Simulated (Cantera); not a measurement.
Input: 1 mol Fe, 4.4 mol H₂S, 58 mol CO, equilibrated at 1600 K.

These are equilibrium values from Cantera (NASA tables, ideal gas, pure condensed phases), not measurements of a reactor. Candidate condensed phases: C, C₆H₆, C₇H₈, C₈H₁₈, Fe, Fe(CO)₅, FeO, Fe(OH)₂, Fe(OH)₃, FeS, FeSO₄, FeS₂, Fe₂O₃, Fe₂(SO₄)₃, Fe₃O₄, H₂O, H₂SO₄, S; 127 gas species. FeS: taken at fixed stoichiometry. The numbers say what is thermodynamically allowed, not how fast it happens.

Question: At 30.0 bar, list the 5 most abundant gas species with their mole fractions, and the condensed phases.

Answer: CO 0.899, H₂ 0.0466, H₂S 0.0224, COS 0.0146, CS₂ 0.00715. Condensed: C(graphite) + FeS(l).
